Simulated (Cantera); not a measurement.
Feed: 1 mol SO₂, 0.043 mol H₂O, 0.61 mol H₂, held at 35.3 Torr.

These are equilibrium values from Cantera (NASA tables, ideal gas, pure condensed phases), not measurements of a reactor. Candidate condensed phases: H₂O, H₂SO₄, S; 19 gas species. The numbers say what is thermodynamically allowed, not how fast it happens.

Question: At 1827 °C, list the 5 most abundant gas species with their mole fractions, and the condensed phases.

Answer: SO₂ 0.447, H₂O 0.303, H₂ 0.101, SO 0.0884, S₂ 0.0399. Condensed: gas only.
